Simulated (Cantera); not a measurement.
An adiabatic, constant-volume homogeneous reactor starts with 7.49 % CH4, 8.81 % O2, 83.7 % N2, equivalence ratio 1.7, at 1225 K and 810000 Pa.

Cantera simulation using GRI-Mech 3.0 (53 species, 325 reactions); the numbers are that mechanism's predictions, not measurements.

### Question
Predict: time of steepest temperature rise; temperature at 0.200 s; equilibrium temperature; x(O2) at 0.200 s; x(CO2) at 0.200 s; x(NO) at 0.200 s; x(H2) at 0.200 s; x(H) at 0.200 s.

### Answer
```
Item                                                                  Result
---------------------------------  -----------------------------------------
time of steepest temperature rise                                    13.9 ms
temperature at 0.200 s                                                2159 K
equilibrium temperature                                               2159 K
x(O2) at 0.200 s                     9.26e-8 (gas-phase equilibrium 9.26e-8)
x(CO2) at 0.200 s                      0.0146 (gas-phase equilibrium 0.0146)
x(NO) at 0.200 s                     7.68e-6 (gas-phase equilibrium 7.65e-6)
x(H2) at 0.200 s                       0.0601 (gas-phase equilibrium 0.0601)
x(H) at 0.200 s                    0.000282 (gas-phase equilibrium 0.000282)
```
